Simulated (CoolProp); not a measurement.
A Linde-Hampson liquefier for normal hydrogen: isothermal reversible compression at 250 K from 1 atm to 20 MPa, throttling to 1 atm, return gas leaving the recuperator 2 K below the feed. Each further row changes one setting.

Model: reference Helmholtz-energy equation of state, Leachman 2009, in CoolProp.

| case | compression work (kJ/kg of gas) |
|---|---|
| as stated | 5590 |
| high pressure 40 MPa | 6450 |
| warm-end temperature 280 K | 6250 |
| warm-end gap 7 K | 5590 |
